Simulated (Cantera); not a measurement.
Input: 1 mol (CH3)2SiCl2, 1.3 mol C2H4, 5.3 mol H2, at 1502 °C and 0.00460 bar.

Method: chemical equilibrium by Gibbs-energy minimisation in Cantera with the NASA 1993 tables (ideal gas, pure condensed phases). Candidate condensed phases: C, C6H6, C7H8, C8H18, Si, SiC; 109 gas species. The feed counts by its element totals alone. The tables' values for SiCl3, SiCl are old estimates; treat these amounts as uncertain. Equilibrium is a limit: real reactors are often held back by kinetics, nucleation or transport.

Base state: H2 0.831, HCl 0.163, H 0.00389, SiCl2 0.00219, Cl 0.000585, C2H2 (acetylene) 0.000118, SiCl3 1.50e-5, SiCl 1.25e-5 (mole fractions); condensed: C(graphite) + SiC(s).

Question: What changes in the equilibrium state with this change: temperature from 1502 °C to 2302 °C?

Answer: 
| species | before | after |
|---|---|---|
| H2 | 0.831 | 0.461 |
| H | 0.00389 | 0.347 |
| HCl | 0.163 | 0.0804 |
| SiC2 | 1.29e-7 | 0.0143 |
| Si | 1.02e-5 | 0.0446 |
| Cl | 0.000585 | 0.0425 |
| C3 | <1e-9 | 0.000335 |
| C | <1e-9 | 9.84e-5 |
| C2H | 4.36e-9 | 0.000427 |
| C(graphite), mol | 3.62 | 3.88 |
| SiC(s), mol | 0.973 | 0 |
The tables' values for SiCl are old estimates; treat these amounts as uncertain. Gases not in the tables: Si2H6 and higher silanes.
